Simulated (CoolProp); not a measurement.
Saturation properties of octamethylcyclotetrasiloxane (D4).

Model: reference Helmholtz-energy equation of state, Thol 2015, in CoolProp.

```json
[
 {"T (K)": "405.2", "p (MPa)": "0.02856", "enthalpy of vaporisation (kJ/kg)": "147.3", "liquid cp (kJ/(kg K))": "1.889", "surface tension (mN/m)": "10.3"},
 {"T (K)": "422.3", "p (MPa)": "0.04882", "enthalpy of vaporisation (kJ/kg)": "141.1", "liquid cp (kJ/(kg K))": "1.930", "surface tension (mN/m)": "?"},
 {"T (K)": "439.4", "p (MPa)": "0.07910", "enthalpy of vaporisation (kJ/kg)": "134.6", "liquid cp (kJ/(kg K))": "1.972", "surface tension (mN/m)": "8.00"},
 {"T (K)": "456.6", "p (MPa)": "0.1227", "enthalpy of vaporisation (kJ/kg)": "127.8", "liquid cp (kJ/(kg K))": "2.016", "surface tension (mN/m)": "?"},
 {"T (K)": "473.7", "p (MPa)": "0.1826", "enthalpy of vaporisation (kJ/kg)": "?", "liquid cp (kJ/(kg K))": "2.063", "surface tension (mN/m)": "5.81"},
 {"T (K)": "490.9", "p (MPa)": "0.2634", "enthalpy of vaporisation (kJ/kg)": "112.7", "liquid cp (kJ/(kg K))": "2.113", "surface tension (mN/m)": "4.75"},
 {"T (K)": "508", "p (MPa)": "0.3683", "enthalpy of vaporisation (kJ/kg)": "104.2", "liquid cp (kJ/(kg K))": "2.169", "surface tension (mN/m)": "3.75"},
 {"T (K)": "525.2", "p (MPa)": "0.5037", "enthalpy of vaporisation (kJ/kg)": "94.40", "liquid cp (kJ/(kg K))": "2.238", "surface tension (mN/m)": "?"},
 {"T (K)": "542.3", "p (MPa)": "?", "enthalpy of vaporisation (kJ/kg)": "82.95", "liquid cp (kJ/(kg K))": "2.334", "surface tension (mN/m)": "1.87"},
 {"T (K)": "559.4", "p (MPa)": "0.8872", "enthalpy of vaporisation (kJ/kg)": "68.48", "liquid cp (kJ/(kg K))": "?", "surface tension (mN/m)": "1.04"},
 {"T (K)": "576.6", "p (MPa)": "1.157", "enthalpy of vaporisation (kJ/kg)": "46.49", "liquid cp (kJ/(kg K))": "3.169", "surface tension (mN/m)": "0.308"}
]
```

Problem. Some entries are withheld; supply them.

Solution. 
- 422.3, surface tension (mN/m): 9.13
- 456.6, surface tension (mN/m): 6.88
- 473.7, enthalpy of vaporisation (kJ/kg): 120.6
- 525.2, surface tension (mN/m): 2.78
- 542.3, p (MPa): 0.6739
- 559.4, liquid cp (kJ/(kg K)): 2.506

It boils at 448.9 K under 1 atm.

Surface tension comes from a separate correlation (Mulero 2014), older than this fluid's equation and unchecked against measurements.
